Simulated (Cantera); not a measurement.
Input (Python, Cantera) and output of one run.

```python
import numpy as np
import cantera as ct

gas_names = """
    H HNO HNO2 HNO3 HO2 H2 H2O H2O2 N NH NH2 NH3 NH2OH NO NO2 NO3 N2 N2H2 N2H4 N2O O OH O2 O3 Ti TiO
    TiO2
""".split()
cond_names = """
    H2O(s) H2O(L) Ti(a) Ti(b) Ti(L) TiN(s) TiN(L) TiO(a) TiO(b) TiO(L) TiO2(ru) TiO2(L) Ti2O3(a)
    Ti2O3(b) Ti2O3(L) Ti3O5(a) Ti3O5(b) Ti3O5(L) Ti4O7(s) Ti4O7(L)
""".split()


# ... load() reads the species with a 1 bar reference pressure and builds the phases ...
atoms = {
    'TiO2': {'Ti': 1, 'O': 2},
    'H2': {'H': 2},
    'N2': {'N': 2},
}
top_T = {}  # K; cautious upper limits of use, not melting points


# ... equilibrate(T, P, feed) seeds the gas with the atoms and calls Mixture.equilibrate('TP', solver="vcs", rtol=1e-11, max_steps=5000) ...
results = []
feed = {'TiO2': 1, 'H2': 1200, 'N2': 59}  # mol
P = 133.322  # Pa
for T in [1573, 1648, 1723, 1798, 1873, 1948, 2023, 2098]:
    mix = equilibrate(T, P, feed)
    results.append((T, P, feed, dict(zip(mix.species_names, mix.species_moles))))

top = {s: max(r[3][s] / sum(r[3][g] for g in gas_names) for r in results) for s in gas_names}
cols = sorted((s for s in top if top[s] > 1e-05), key=lambda s: -top[s])[:5]
seen = [c for c in cond_names if any(r[3].get(c, 0) > 1e-12 for r in results)]
print("log10 of partial pressures in bar; condensed amounts in mol")
print(f"{'T/K':>10s}" + "".join(f"{s[:9]:>10s}" for s in cols + seen))
for T, P, feed, n in results:
    ng = sum(n[g] for g in gas_names)
    print(f"{T:10.4g}" + "".join(f"{np.log10(max(n[s] / ng * P / 1e5, 1e-99)):10.3f}" for s in cols)
          + "".join(f"{n.get(c, 0):10.4g}" for c in seen))
```

Result:

```
log10 of partial pressures in bar; condensed amounts in mol
       T/K        H2         H        N2       H2O       TiO  Ti2O3(b)
      1573    -2.897    -5.839    -4.205    -6.276   -10.838       0.5
      1648    -2.897    -5.499    -4.205    -6.277    -9.847    0.4999
      1723    -2.898    -5.188    -4.205    -6.277    -8.945    0.4994
      1798    -2.900    -4.904    -4.206    -6.275    -8.122    0.4961
      1873    -2.904    -4.642    -4.208    -6.263    -7.375    0.4784
      1948    -2.910    -4.402    -4.211    -6.206    -6.711    0.3997
      2023    -2.919    -4.181    -4.215    -6.055    -6.150    0.1288
      2098    -2.933    -3.978    -4.222    -6.001    -6.029         0
```

These are equilibrium values from Cantera (NASA tables, ideal gas, pure condensed phases), not measurements of a reactor.
